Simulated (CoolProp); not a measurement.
Properties of decamethyltetrasiloxane (MD2M) along the isotherm 326.85 °C (Tc = 326.2 °C, pc = 1144 kPa, ω = 0.635).

Model: reference Helmholtz-energy equation of state, Thol 2017, in CoolProp.

```csv
p (kPa),phase,density (kg/m³),cp (kJ/(kg K)),expansivity (1/kK),fugacity coefficient
1430,supercritical,429.3,2.785,11.72,0.5678
2860,supercritical,499.2,2.380,3.737,0.3429
4290,supercritical,528.5,2.320,2.683,0.2718
5720,supercritical,548.5,2.292,2.207,0.2405
7150,supercritical,564.0,2.275,1.921,0.2257
8580,supercritical,576.9,2.264,1.726,0.2199
10000,supercritical,587.8,2.256,1.582,0.2196
11400,supercritical,597.3,2.249,1.471,0.2232
```
